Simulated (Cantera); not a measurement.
# Equilibrium for titanium nitride, carbide and oxide coatings: TiCl4 + H2 + O2

Input: 1 mol TiCl4, 250 mol H2, 2.3 mol O2, at 0.133 bar.

Method: chemical equilibrium by Gibbs-energy minimisation in Cantera with the NASA 1993 tables (ideal gas, pure condensed phases). Candidate condensed phases: H2O, Ti, TiCl2, TiCl3, TiCl4, TiO, TiO2, Ti2O3, Ti3O5, Ti4O7; 23 gas species. Condensed phases not in the tables: Magnéli phases beyond Ti4O7. Equilibrium is a limit: real reactors are often held back by kinetics, nucleation or transport.

From 1275 K to 1425 K the condensed part is TiO2(rutile). From 1500 K to 1575 K the condensed part is Ti4O7(s). From 1650 K to 2025 K the condensed part is Ti3O5(s). At 2100 K the condensed part is Ti3O5(l).

| T (K) | x H2 | x HCl | x H2O | x H | x Cl | x OH | x TiO | x TiO2 | n TiO2(rutile) | n Ti4O7(s) | n Ti3O5(s) | n Ti3O5(l) |
|---|---|---|---|---|---|---|---|---|---|---|---|---|
| 1275 | 0.974 | 0.0159 | 0.0103 | 1.99e-6 | 2.76e-8 | 2.46e-10 | <1e-12 | <1e-12 | 1.00 | 0 | 0 | 0 |
| 1350 | 0.974 | 0.0159 | 0.0103 | 6.44e-6 | 8.75e-8 | 1.11e-9 | <1e-12 | <1e-12 | 1.00 | 0 | 0 | 0 |
| 1425 | 0.974 | 0.0159 | 0.0103 | 1.84e-5 | 2.46e-7 | 4.27e-9 | <1e-12 | <1e-12 | 1.00 | 0 | 0 | 0 |
| 1500 | 0.973 | 0.0159 | 0.0113 | 4.75e-5 | 6.25e-7 | 1.58e-8 | <1e-12 | 6.93e-12 | 0 | 0.250 | 0 | 0 |
| 1575 | 0.973 | 0.0159 | 0.0113 | 0.000112 | 1.46e-6 | 4.74e-8 | 1.27e-11 | 6.40e-11 | 0 | 0.250 | 0 | 0 |
| 1650 | 0.972 | 0.0159 | 0.0116 | 0.000245 | 3.14e-6 | 1.33e-7 | 1.35e-10 | 4.76e-10 | 0 | 0 | 0.333 | 0 |
| 1725 | 0.972 | 0.0159 | 0.0116 | 0.000501 | 6.34e-6 | 3.31e-7 | 1.14e-9 | 2.85e-9 | 0 | 0 | 0.333 | 0 |
| 1800 | 0.972 | 0.0159 | 0.0116 | 0.000967 | 1.21e-5 | 7.64e-7 | 7.98e-9 | 1.46e-8 | 0 | 0 | 0.333 | 0 |
| 1875 | 0.971 | 0.0158 | 0.0116 | 0.00177 | 2.19e-5 | 1.65e-6 | 4.76e-8 | 6.51e-8 | 0 | 0 | 0.333 | 0 |
| 1950 | 0.969 | 0.0158 | 0.0116 | 0.00309 | 3.78e-5 | 3.36e-6 | 2.46e-7 | 2.58e-7 | 0 | 0 | 0.333 | 0 |
| 2025 | 0.967 | 0.0158 | 0.0116 | 0.00518 | 6.27e-5 | 6.50e-6 | 1.12e-6 | 9.16e-7 | 0 | 0 | 0.333 | 0 |
| 2100 | 0.964 | 0.0157 | 0.0116 | 0.00838 | 0.000100 | 1.20e-5 | 4.18e-6 | 2.73e-6 | 0 | 0 | 0 | 0.333 |
x: gas mole fraction; n: condensed amount in mol.
